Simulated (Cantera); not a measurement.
Charge: 1 mol TEOS, 0.1 mol O₂, 5.8 mol H₂, a varied amount of H₂O, held at 1975 K and 0.0900 Torr.

Method: chemical equilibrium by Gibbs-energy minimisation in Cantera with the NASA 1993 tables (ideal gas, pure condensed phases). Candidate condensed phases: C, C₆H₆, C₇H₈, C₈H₁₈, H₂O, Si, SiC, SiO₂; 123 gas species. The feed counts by its element totals alone. Rates play no part.

Which condensed phases are stable at each of these points (n(H₂O) (mol)): 1.3, 2.3, 3.3, 4.3, 5.3, 6.3, 7.4, 8.4, 9.4, 10?


```csv
n(H₂O) (mol),condensed phases,Si condensed (%)
1.3,C(graphite) + SiC(s),59.7
2.3,C(graphite) + SiC(s),55.7
3.3,SiC(s),50.8
4.3,gas only,0.0
5.3,gas only,0.0
6.3,gas only,0.0
7.4,gas only,0.0
8.4,gas only,0.0
9.4,gas only,0.0
10,gas only,0.0
```

From 1.3 mol H₂O to 2.3 mol H₂O the condensed part is C(graphite) + SiC(s). At 3.3 mol H₂O the condensed part is SiC(s). From 4.3 mol H₂O to 10 mol H₂O nothing is condensed.
